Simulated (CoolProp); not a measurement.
Vapour-liquid equilibrium of toluene (1) + ethylbenzene (2) at 466.2 K; x and y are mole fractions of (1).

The numbers come from the multi-fluid Helmholtz-energy mixture model, Lemmon 2006 and Zhou 2012; pair parameters Bell 2016 in CoolProp.

### Question
Give the bubble pressure and the first vapour's composition at x = 0.05, 0.25, 0.65. Is there an azeotrope?

### Answer
x = 0.05: 3.911 bar, y = 0.080; x = 0.25: 4.447 bar, y = 0.348; x = 0.65: 5.536 bar, y = 0.748. No azeotrope shows between x = 0.05 and 0.95.

Pair parameters are fitted to limited data, so mixtures are less certain than the pure fluids.
